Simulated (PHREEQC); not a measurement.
PHREEQC input (ion-association model, wateq4f.dat):

```
SOLUTION_MASTER_SPECIES
  An  An-  0  An  62.0  # stands for a non-complexing anion
SOLUTION_SPECIES
  An- = An-
    -log_k 0
    -gamma 3.0 0
PHASES
  Fix_H+
    H+ = H+
    -log_k 0
SOLUTION 1
  temp 25
  units mmol/kgw
  pH 7 charge
  B 1.5
  Na 10
  An 10
END
SELECTED_OUTPUT 1
  -reset false
  -pH true
  -pe true
  -ionic_strength true
  -water true
  -totals B Na
  -molalities Hfo_wOH Hfo_wOH2+ Hfo_wO- Hfo_sOH Hfo_sOH2+ Hfo_sO- Hfo_wH2BO3
USER_PUNCH 1
  -headings sigma psi
  10 PUNCH EDL("sigma", "Hfo"), EDL("psi", "Hfo")
PRINT
  -reset false
USE solution 1
SURFACE 1
  Hfo_wOH 0.000741573 600 0.33
  Hfo_sOH 1.85393e-05
EQUILIBRIUM_PHASES 1
  Fix_H+ -3 HAn 10
    -force_equality true
  O2(g) -0.68 10
END
# ... the last block is repeated for the other 16 points of pH, with NaOH or the acid as the point needs
```

Selected output (columns that matter, 12 of 17 rows; pH added in front):

```
pH	mu	B	Na	m_Hfo_wOH	m_Hfo_wOH2+	m_Hfo_wO-	m_Hfo_sOH	m_Hfo_sOH2+	m_Hfo_sO-	m_Hfo_wH2BO3	sigma	psi
3	0.011434	0.0014994	0.01	8.9731e-05	0.000651	2.8334e-07	2.245e-06	1.6287e-05	7.0889e-09	5.626e-07	0.32505	0.20287
3.38	0.010754	0.001499	0.01	0.00016058	0.00057896	1.0204e-06	4.0201e-06	1.4494e-05	2.5544e-08	1.0064e-06	0.28871	0.19835
4.12	0.010291	0.001498	0.01	0.00032256	0.0004112	5.7965e-06	8.086e-06	1.0308e-05	1.4531e-07	2.0198e-06	0.20252	0.18129
4.5	0.010199	0.0014975	0.01	0.00039621	0.00033205	1.0831e-05	9.9385e-06	8.3291e-06	2.7167e-07	2.4801e-06	0.16047	0.16958
5.25	0.010102	0.0014969	0.01	0.00049778	0.00021417	2.6505e-05	1.2497e-05	5.3768e-06	6.6541e-07	3.1142e-06	0.093753	0.14235
5.62	0.010074	0.0014967	0.01	0.00052685	0.00017512	3.6311e-05	1.323e-05	4.3975e-06	9.1183e-07	3.2951e-06	0.069345	0.12709
6.38	0.010036	0.0014965	0.01	0.00055624	0.00012528	5.6577e-05	1.3971e-05	3.1468e-06	1.4211e-06	3.4741e-06	0.034324	0.092128
6.75	0.010024	0.0014965	0.01	0.0005618	0.00011132	6.4952e-05	1.4112e-05	2.7962e-06	1.6315e-06	3.5015e-06	0.023164	0.073532
7.5	0.010022	0.0014965	0.010013	0.00056598	9.4311e-05	7.7811e-05	1.4216e-05	2.3689e-06	1.9544e-06	3.4698e-06	0.0082434	0.033615
7.88	0.010067	0.0014966	0.010064	0.00056658	8.8753e-05	8.2859e-05	1.4229e-05	2.229e-06	2.081e-06	3.3795e-06	0.0029447	0.012723
8.62	0.010328	0.0014972	0.010336	0.00056668	7.9184e-05	9.2906e-05	1.4221e-05	1.9871e-06	2.3314e-06	2.796e-06	-0.0068549	-0.028117
9	0.010612	0.0014978	0.010625	0.00056603	7.3435e-05	9.9947e-05	1.4192e-05	1.8412e-06	2.506e-06	2.1547e-06	-0.013245	-0.048689
```

The oxide is taken as insoluble; below pH 4 it would dissolve.
